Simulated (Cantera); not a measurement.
## Thermodynamics of abatement and gas-phase synthesis, feed HCl + O₂ + H₂

A closed system holds: 1 mol HCl, 0.49 mol O₂, 0.84 mol H₂, held at 2202 °C and 230 Pa.

Equilibrium computed with Cantera from the NASA thermochemical tables; the gas is ideal and each condensed phase is pure. Candidate condensed phases: H₂O; 14 gas species. Equilibrium is a limit: real reactors are often held back by kinetics, nucleation or transport.

The x(H₂O) comes out as 0.199. The x(HCl) comes out as 0.194 and the x(Cl) comes out as 0.191. The x(H) comes out as 0.158 and the x(H₂) comes out as 0.114. The x(OH) is 0.0555 and the x(O) is 0.0510. The x(O₂) is 0.0365, the x(ClO) is 1.97e-5 and the gas amount is 2.592 mol.
